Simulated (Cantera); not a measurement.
Feed: 1 mol Cu₂O, 2.3 mol CO, 1.6 mol H₂, held at 0.0120 bar.

These are equilibrium values from Cantera (NASA tables, ideal gas, pure condensed phases), not measurements of a reactor. Candidate condensed phases: C, C₆H₆, C₇H₈, C₈H₁₈, Cu, CuO, Cu(OH)₂, Cu₂O, H₂O; 113 gas species. The numbers say what is thermodynamically allowed, not how fast it happens. All values below are at 2425 K.

Base state: CO 0.330, Cu 0.326, H₂ 0.124, H₂O 0.103, H 0.0576, CO₂ 0.0458, OH 0.00909, O 0.00281 (mole fractions); condensed: gas only.

Q: What changes in the equilibrium state with this change: Cu₂O replaced by PbO?

A: 
| species | before | after |
|---|---|---|
| CO | 0.330 | 0.396 |
| Pb | 0 | 0.193 |
| H₂ | 0.124 | 0.152 |
| Cu | 0.326 | 0 |
| H₂O | 0.103 | 0.124 |
| CO₂ | 0.0458 | 0.0542 |
| H | 0.0576 | 0.0637 |
| PbO | 0 | 0.00259 |
| Cu₂ | 0.000154 | 0 |
Further candidate phases: Pb, PbO, PbO₂, Pb₃O₄.
